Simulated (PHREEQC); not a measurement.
PHREEQC input (ion-association model, wateq4f.dat):

```
SOLUTION_MASTER_SPECIES
  An  An-  0  An  62.0  # stands for a non-complexing anion
SOLUTION_SPECIES
  An- = An-
    -log_k 0
    -gamma 3.0 0
PHASES
  Fix_H+
    H+ = H+
    -log_k 0
SOLUTION 1
  temp 25
  units mmol/kgw
  pH 7 charge
  Se(6) 0.099
  Na 50.978
  Se(4) 0.39
  An 50
END
SELECTED_OUTPUT 1
  -reset false
  -pH true
  -pe true
  -ionic_strength true
  -water true
  -totals Na Se Se(-2) Se(4) Se(6)
  -molalities Hfo_wOH Hfo_wOH2+ Hfo_wO- Hfo_sOH Hfo_sOH2+ Hfo_sO- Hfo_wSeO4- Hfo_wOHSeO4-2 Hfo_wSeO3- Hfo_wOHSeO3-2
USER_PUNCH 1
  -headings sigma psi
  10 PUNCH EDL("sigma", "Hfo"), EDL("psi", "Hfo")
PRINT
  -reset false
USE solution 1
SURFACE 1
  Hfo_wOH 0.000269663 600 0.12
  Hfo_sOH 6.74157e-06
EQUILIBRIUM_PHASES 1
  Fix_H+ -3 HAn 10
    -force_equality true
END
# ... the last block is repeated for the other 16 points of pH, with NaOH or the acid as the point needs
```

Selected output (columns that matter, 12 of 17 rows; pH added in front):

```
pH	mu	Se	m_Hfo_wOH	m_Hfo_wOH2+	m_Hfo_wO-	m_Hfo_sOH	m_Hfo_sOH2+	m_Hfo_sO-	m_Hfo_wSeO4-	m_Hfo_wOHSeO4-2	m_Hfo_wSeO3-	m_Hfo_wOHSeO3-2	sigma	psi
3	0.052249	0.00038675	4.4955e-07	0.00016696	2.773e-11	1.8103e-08	6.7234e-06	1.1167e-12	3.5313e-05	2.1743e-07	6.6615e-05	1.0543e-07	0.095304	0.10176
3.38	0.051573	0.00038075	7.285e-07	0.00016069	7.5662e-11	3.0426e-08	6.7111e-06	3.16e-12	2.0916e-05	2.1685e-07	8.6883e-05	2.3154e-07	0.078674	0.092665
4.12	0.05118	0.00037192	1.8142e-06	0.00015077	5.0006e-10	8.0152e-08	6.6614e-06	2.2093e-11	5.5436e-06	1.5254e-07	0.0001106	7.8223e-07	0.052838	0.073966
4.5	0.051127	0.0003687	2.8454e-06	0.00014652	1.2659e-09	1.2843e-07	6.6131e-06	5.7136e-11	2.5222e-06	1.1202e-07	0.00011634	1.3281e-06	0.042065	0.063785
5.25	0.051092	0.00036525	6.7069e-06	0.0001392	7.4027e-09	3.0987e-07	6.4313e-06	3.4201e-10	4.7702e-07	5.256e-08	0.00011982	3.3935e-06	0.024707	0.042762
5.62	0.051087	0.00036525	1.0085e-05	0.00013582	1.7156e-08	4.6595e-07	6.2748e-06	7.9264e-10	2.018e-07	3.4269e-08	0.00011834	5.1656e-06	0.017595	0.031988
6.38	0.051083	0.00036987	2.2374e-05	0.00012807	8.9541e-08	1.002e-06	5.7356e-06	4.01e-09	3.187e-08	1.2732e-08	0.00010799	1.109e-05	0.0046727	0.0090085
6.75	0.051085	0.00037487	3.2153e-05	0.00012319	1.9225e-07	1.3937e-06	5.3396e-06	8.3331e-09	1.2455e-08	7.4342e-09	9.8931e-05	1.5179e-05	-0.0013239	-0.0025643
7.5	0.051117	0.00039183	6.3424e-05	0.00010822	8.5157e-07	2.4788e-06	4.2294e-06	3.3282e-08	1.7445e-09	2.3383e-09	7.2269e-05	2.4898e-05	-0.014089	-0.026149
7.88	0.051162	0.00040466	8.7231e-05	9.6283e-05	1.8105e-06	3.1732e-06	3.5025e-06	6.586e-08	6.444e-10	1.3351e-09	5.503e-05	2.9307e-05	-0.021092	-0.037438
8.62	0.051303	0.00043771	0.00014851	6.1673e-05	8.1923e-06	4.5847e-06	1.9039e-06	2.5291e-07	9.648e-11	5.313e-10	2.1233e-05	3.0055e-05	-0.035131	-0.0561
9	0.051365	0.00045529	0.00017682	4.2134e-05	1.7e-05	5.052e-06	1.2038e-06	4.857e-07	3.478e-11	3.3379e-10	9.7226e-06	2.3985e-05	-0.042672	-0.064308
```

The database's selenite sorption wasn't checked against measurements; a fall in acid may be a fault of its surface constants. The oxide is taken as insoluble; below pH 4 it would dissolve.
